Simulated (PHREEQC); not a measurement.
Synthetic water in mmol/kgw, 75 °C, pH 6.25, pe 2.3:

| constituent | mmol/kgw |
|---|---|
| Na | 0.323 |
| K | 0.0868 |
| Ca | 3.97 |
| Mg | 1.1 |
| Cl | 5.6 |
| S(6) | 0.688 |
| Alkalinity (meq/kgw) | 3.93 |
| F | 0.0031 |
| Si | 0.12 |
| N(-3) | 0.00556 |
| Ba | 0.0021 |

Na is adjusted to close the charge balance.
Valence states are taken as typed.

Equilibrium calculation in PHREEQC: ion-association model, wateq4f.dat.

No solid was allowed to form.

Q: Estimate the ionic strength.

A: ionic strength 0.0152 mol/kgw.

Q: In which forms is Ba present?

A: Ba+2 85 %, BaHCO3+ 8.7 %, BaSO4 6.2 % of the Ba.

At this temperature some constants are extrapolated from 25 °C, and those without enthalpy data are left unchanged. SiF6-2 is the database's only silicon fluoride.
